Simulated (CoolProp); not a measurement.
The numbers come from the reference Helmholtz-energy equation of state, Lemmon 2006 in CoolProp. It is a short technical equation, of lower accuracy than the large ones.

**Question.** For nitrous oxide, give the phase and the cp (kJ/(kg K)), cv (kJ/(kg K)), Joule-Thomson coefficient (K/MPa) at 311.7 K and 0.0449 MPa; 392.4 K and 0.0729 MPa; 434.9 K and 26.8 MPa.

**Answer.** 
- 311.7 K and 0.0449 MPa: gas; cp 0.893, cv 0.702, Joule-Thomson coefficient 9.82
- 392.4 K and 0.0729 MPa: gas; cp 0.965, cv 0.774, Joule-Thomson coefficient 5.86
- 434.9 K and 26.8 MPa: supercritical; cp 1.74, cv 0.909, Joule-Thomson coefficient 1.77
